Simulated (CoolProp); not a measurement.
Vapour-liquid equilibrium of R22 (1) + acetone (2) at 282.3 K; x and y are mole fractions of (1).

Values from CoolProp's multi-fluid Helmholtz-energy mixture model, Kamei 1995 and Lemmon 2006; pair parameters Bell 2016.

Problem. Give the bubble pressure and the first vapour's composition at x = 0.05, 0.25, 0.45. Is there an azeotrope?

Solution. x = 0.05: 0.04269 MPa, y = 0.663; x = 0.25: 0.1112 MPa, y = 0.887; x = 0.45: 0.1908 MPa, y = 0.950. No azeotrope shows between x = 0.05 and 0.95.

Pair parameters are fitted to limited data, so mixtures are less certain than the pure fluids.
